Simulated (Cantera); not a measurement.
# Stirred combustor or abatement burner

A perfectly stirred reactor is fed with 8.75 % CH₄, 12.5 % O₂, 78.7 % N₂, equivalence ratio 1.4, at 34000 Pa; it is adiabatic with a 373 K inlet, and is followed from long to short residence time, starting on the burning branch (τ in s: 0.15, 0.066, 0.029, 0.012, 0.0053, 0.0023, 0.001, 0.00043, 0.00019, 8.1e-05, 3.5e-05, 1.5e-05, 6.5e-06).

Detailed kinetics in Cantera: GRI-Mech 3.0 (53 species, 325 reactions).

```csv
τ (s),T (K),x CH₄,x O₂,x H₂O₂,x CO,x C₂H,x CO₂
0.15,1598,0.00258,0.00150,4.95e-9,0.0410,3.07e-8,0.0365
0.066,1585,0.00286,0.00253,9.75e-9,0.0424,3.64e-8,0.0348
0.029,1558,0.00354,0.00470,2.17e-8,0.0446,3.56e-8,0.0318
0.012,373,0.0875,0.125,<1e-12,<1e-12,<1e-12,<1e-12
0.0053,373,0.0875,0.125,<1e-12,<1e-12,<1e-12,<1e-12
0.0023,373,0.0875,0.125,<1e-12,<1e-12,<1e-12,<1e-12
0.0010,373,0.0875,0.125,<1e-12,<1e-12,<1e-12,<1e-12
0.00043,373,0.0875,0.125,<1e-12,<1e-12,<1e-12,<1e-12
0.00019,373,0.0875,0.125,<1e-12,<1e-12,<1e-12,<1e-12
8.1e-5,373,0.0875,0.125,<1e-12,<1e-12,<1e-12,<1e-12
3.5e-5,373,0.0875,0.125,<1e-12,<1e-12,<1e-12,<1e-12
1.5e-5,373,0.0875,0.125,<1e-12,<1e-12,<1e-12,<1e-12
6.5e-6,373,0.0875,0.125,<1e-12,<1e-12,<1e-12,<1e-12
```
x: mole fraction; the columns are a selection and need not sum to one.
